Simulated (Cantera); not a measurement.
Input: 1 mol CH₃OH, 0.71 mol H₂, equilibrated at 698 K and 1000 Pa.

Cantera equilibrium calculation (NASA polynomials, part measured and part estimated; ideal gas, pure solids and liquids). Candidate condensed phases: C, C₆H₆, C₇H₈, C₈H₁₈, H₂O; 110 gas species. The numbers say what is thermodynamically allowed, not how fast it happens.

Q: What is the equilibrium state?

A: 
```
Property            Value
--------------  ---------
x(H₂)               0.697
x(H₂O)              0.136
x(CO₂)             0.0802
x(CH₄)             0.0431
x(CO)              0.0427
n(C(graphite))  0.511 mol
gas amount      2.945 mol
```
